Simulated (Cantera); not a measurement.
# Pyrogenic steam for wet oxidation

A perfectly stirred reactor is fed with H2 : O2 : N2 = 1.5 : 1 : 3.2 (molar parts), equivalence ratio 0.75, at 750 Torr; it is held at 1250 K, and followed from long to short residence time.

Computed with Cantera and the H2/O2 subset of GRI-Mech 3.0, which has no nitrogen chemistry. The temperature is held fixed by assumption; the heat of reaction is taken as removed at once.

| τ (s) | x H2 | x O2 | x OH | x H2O2 | x O |
|---|---|---|---|---|---|
| 2.2 | 0.000101 | 0.0505 | 8.07e-5 | 2.51e-7 | 3.01e-6 |
| 0.59 | 0.000247 | 0.0506 | 0.000122 | 5.20e-7 | 7.97e-6 |
| 0.16 | 0.000584 | 0.0507 | 0.000189 | 1.07e-6 | 2.16e-5 |
| 0.044 | 0.00131 | 0.0510 | 0.000303 | 2.03e-6 | 5.81e-5 |
| 0.012 | 0.00284 | 0.0516 | 0.000503 | 3.46e-6 | 0.000152 |
| 0.0032 | 0.00605 | 0.0530 | 0.000851 | 5.27e-6 | 0.000383 |
| 0.00088 | 0.0123 | 0.0558 | 0.00142 | 7.19e-6 | 0.000885 |
| 0.00024 | 0.0246 | 0.0617 | 0.00231 | 8.85e-6 | 0.00193 |
x: mole fraction; the columns are a selection and need not sum to one.
